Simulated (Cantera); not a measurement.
A closed system holds: 1 mol Cu2O, 10 mol H2, held at 1575 K.

These are equilibrium values from Cantera (NASA tables, ideal gas, pure condensed phases), not measurements of a reactor. Candidate condensed phases: Cu, CuO, Cu(OH)2, Cu2O, H2O; 12 gas species. Rates play no part.

x: gas mole fraction; n: condensed amount in mol.

```tsv
P (Pa)	x H2	x Cu	x H2O	x H	x Cu2	x OH	x O	n Cu(l)
10	0.747	0.166	0.0832	0.00359	6.27e-5	1.45e-5	5.87e-8	0
36	0.830	(withheld)	0.0923	(withheld)	(withheld)	(withheld)	(withheld)	(withheld)
130	0.880	0.0210	0.0978	0.00108	1.30e-5	4.37e-6	4.50e-9	1.78
460	0.894	0.00594	0.0994	0.000579	3.69e-6	2.34e-6	1.27e-9	1.94
1700	0.898	(withheld)	0.0998	(withheld)	(withheld)	(withheld)	(withheld)	1.98
6000	0.899	0.000456	0.0999	0.000161	2.83e-7	6.49e-7	9.75e-11	2.00
22000	0.900	0.000124	0.1000	8.40e-5	7.71e-8	3.39e-7	2.66e-11	2.00
77000	0.900	3.55e-5	0.1000	4.49e-5	2.20e-8	1.81e-7	7.60e-12	2.00
280000	0.900	9.76e-6	0.1000	2.36e-5	6.06e-9	9.51e-8	2.09e-12	2.00
1000000	0.900	2.73e-6	0.1000	1.25e-5	1.70e-9	5.03e-8	<1e-12	2.00
```

Question: Complete the blanks.

Answer: 
- 36, x Cu: 0.0759
- 36, x H: 0.00200
- 36, x Cu2: 4.71e-5
- 36, x OH: 8.06e-6
- 36, x O: 1.63e-8
- 36, n Cu(l): 1.18
- 1700, x Cu: 0.00161
- 1700, x H: 0.000302
- 1700, x Cu2: 9.98e-7
- 1700, x OH: 1.22e-6
- 1700, x O: 3.44e-10
